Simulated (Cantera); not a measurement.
**Ignition delay**

Mixture: C₃H₈ : O₂ : N₂ = 1 : 11.6 : 60.5 (molar parts), at 1.00 bar, adiabatic and at constant volume. Ignition delay is the time to a rise of 400 K.

Detailed kinetics in Cantera: GRI-Mech 3.0 (53 species, 325 reactions). GRI-Mech 3.0 was tuned for natural gas; its chemistry of propane as a main component is partial and can be far from experiment. Where the delays flatten at high temperature, the 400 K rule measures the pace of heat release, not the induction time.

| T0 (K) | delay (ms) |
|---|---|
| 1275 | 1.50 |
| 1325 | 0.655 |
| 1375 | 0.317 |
| 1425 | 0.170 |
| 1475 | 0.100 |
| 1525 | 0.0642 |
| 1575 | 0.0443 |
| 1625 | 0.0324 |
| 1675 | 0.0251 |
| 1725 | 0.0204 |

| Property | Value |
|---|---|
| apparent activation energy between 1625 and 1725 K | 110 kJ/mol |
